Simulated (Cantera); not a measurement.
Charge: 1 mol PbO, 0.7 mol CO, 1.5 mol H₂, 0.36 mol C, equilibrated at 1002 °C and 6830 Torr.

These are equilibrium values from Cantera (NASA tables, ideal gas, pure condensed phases), not measurements of a reactor. Candidate condensed phases: C, C₆H₆, C₇H₈, C₈H₁₈, H₂O, Pb, PbO, PbO₂, Pb₃O₄; 113 gas species. The numbers say what is thermodynamically allowed, not how fast it happens.

Base state: H₂ 0.415, CO 0.332, H₂O 0.170, CO₂ 0.0818, CH₄ 0.00125, Pb 0.000207 (mole fractions); condensed: Pb(l).

Problem. What changes in the equilibrium state with this change: CO from 0.7 to 8.1 mol?

Solution. 
```
species       before     after
----------  --------  --------
CO             0.332     0.799
H₂             0.415     0.134
CO₂           0.0818    0.0513
H₂O            0.170    0.0143
Pb          0.000207  0.000207
CH₄          0.00125   0.00121
Pb(l), mol     0.999     0.998
```

Problem. What changes in the equilibrium state with this change: pressure from 6830 Torr to 7.50 Torr?

Solution. 
```csv
species,before,after
H₂,0.415,0.338
CO,0.332,0.270
Pb,0.000207,0.189
CO₂,0.0818,0.0658
H₂O,0.170,0.137
CH₄,0.00125,<1e-9
Pb₂,1.58e-8,1.44e-5
"Pb(l), mol",0.999,0.405
```
